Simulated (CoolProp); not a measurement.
Values from CoolProp's reference Helmholtz-energy equation of state, Schmidt 1985. Above 300 K oxygen's equation is extrapolated.

For oxygen, give the phase and the cp (kJ/(kg K)), viscosity (µPa s), Prandtl number at -140.05 °C and 2.09 bar.


- -140.05 °C and 2.09 bar: gas; cp 0.940, viscosity 10.2, Prandtl number 0.777

Viscosity comes from a separate model (Lemmon 2004). Thermal conductivity comes from a separate model (Lemmon 2004).
